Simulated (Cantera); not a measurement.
A perfectly stirred reactor is fed with C2H6 : N2 = 1 : 81 (molar parts), at 0.000110 bar; it is held at 1400 K, and followed from long to short residence time.

Cantera simulation using GRI-Mech 3.0 (53 species, 325 reactions); the numbers are that mechanism's predictions, not measurements. GRI-Mech 3.0 stops at C3 and has no aromatics, soot or wall deposition, so with more carbon than oxygen in the feed, carbon stays in small species such as C2H2 where larger ones or solid carbon would form. Radical loss at walls, strong at low pressure, is not modelled.

Task: What does this change do: N2 81 to 440 parts?

Result: 
```json
[
 {"quantity": "x(C2H6) at τ = 7.40 s", "before": "0.00119", "after": "0.000331"},
 {"quantity": "x(H2) at τ = 7.40 s", "before": "0.0126", "after": "0.00221"},
 {"quantity": "x(CH3) at τ = 7.40 s", "before": "0.00101", "after": "0.000370"},
 {"quantity": "x(CH2) at τ = 7.40 s", "before": "2.28e-6", "after": "1.40e-6"},
 {"quantity": "x(C2H2) at τ = 7.40 s", "before": "0.00535", "after": "0.000785"},
 {"quantity": "x(C2H6) at τ = 0.240 s", "before": "0.0109", "after": "0.00214"},
 {"quantity": "x(H2) at τ = 0.240 s", "before": "0.000687", "after": "2.38e-5"},
 {"quantity": "x(CH3) at τ = 0.240 s", "before": "0.000936", "after": "0.000192"},
 {"quantity": "x(CH2) at τ = 0.240 s", "before": "9.21e-7", "after": "1.35e-7"},
 {"quantity": "x(C2H2) at τ = 0.240 s", "before": "1.21e-5", "after": "1.14e-7"}
]
```
